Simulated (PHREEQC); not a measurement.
0.71 g of hydrous ferric oxide (600 m²/g; 0.2 weak and 0.005 strong sites per Fe, Dzombak-Morel constants, diffuse double layer) in 1 kg of water with 0.01 mol/kgw of an inert sodium salt, at 25 °C; the pH is set by adding NaOH or the inert anion's acid. O2 is buffered at 0.21 atm. No CO2 enters from the air. No solid was allowed to form.

Base run: PHREEQC, ion-association model, wateq4f.dat. Each further column changes one thing. The table gives surface potential ψ (mV).

```json
[
 {"pH": "4", "base": "184", "background salt from 0.01 to 0.001 mol/kgw": "208", "oxide from 0.71 to 3.5 g/kgw": "182", "0.00025 mol/kgw Ag2SO4 added": "166"},
 {"pH": "5", "base": "152", "background salt from 0.01 to 0.001 mol/kgw": "169", "oxide from 0.71 to 3.5 g/kgw": "151", "0.00025 mol/kgw Ag2SO4 added": "130"},
 {"pH": "5.5", "base": "132", "background salt from 0.01 to 0.001 mol/kgw": "145", "oxide from 0.71 to 3.5 g/kgw": "132", "0.00025 mol/kgw Ag2SO4 added": "109"},
 {"pH": "6", "base": "110", "background salt from 0.01 to 0.001 mol/kgw": "119", "oxide from 0.71 to 3.5 g/kgw": "110", "0.00025 mol/kgw Ag2SO4 added": "88"},
 {"pH": "7", "base": "61", "background salt from 0.01 to 0.001 mol/kgw": "64", "oxide from 0.71 to 3.5 g/kgw": "60", "0.00025 mol/kgw Ag2SO4 added": "53"},
 {"pH": "8", "base": "6", "background salt from 0.01 to 0.001 mol/kgw": "6", "oxide from 0.71 to 3.5 g/kgw": "6", "0.00025 mol/kgw Ag2SO4 added": "6"},
 {"pH": "8.5", "base": "-22", "background salt from 0.01 to 0.001 mol/kgw": "-23", "oxide from 0.71 to 3.5 g/kgw": "-22", "0.00025 mol/kgw Ag2SO4 added": "-21"},
 {"pH": "9", "base": "-49", "background salt from 0.01 to 0.001 mol/kgw": "-51", "oxide from 0.71 to 3.5 g/kgw": "-49", "0.00025 mol/kgw Ag2SO4 added": "-48"},
 {"pH": "10", "base": "-100", "background salt from 0.01 to 0.001 mol/kgw": "-107", "oxide from 0.71 to 3.5 g/kgw": "-100", "0.00025 mol/kgw Ag2SO4 added": "-96"}
]
```
